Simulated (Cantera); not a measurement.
A closed system holds: 1 mol Si₃N₄, 6 mol O₂, held at 2050 K and 0.100 bar.

Method: chemical equilibrium by Gibbs-energy minimisation in Cantera with the NASA 1993 tables (ideal gas, pure condensed phases). Candidate condensed phases: Si, SiO₂, Si₂N₂O, Si₃N₄; 16 gas species. The tables hold silica as quartz up to 1696 K and as liquid above; real silica turns to tridymite and cristobalite and melts near 1996 K. Equilibrium is a limit: real reactors are often held back by kinetics, nucleation or transport.

Base state: O₂ 0.593, N₂ 0.394, NO 0.0104, O 0.00237 (mole fractions); condensed: SiO₂(l).

Task: What changes in the equilibrium state with this change: temperature from 2050 K to 1923.15 K?

Result: 
| species | before | after |
|---|---|---|
| O₂ | 0.593 | 0.596 |
| N₂ | 0.394 | 0.396 |
| NO | 0.0104 | 0.00734 |
| O | 0.00237 | 0.000884 |
| SiO₂(l), mol | 3.00 | 0 |
| SiO₂(condensed), mol | 0 | 3.00 |
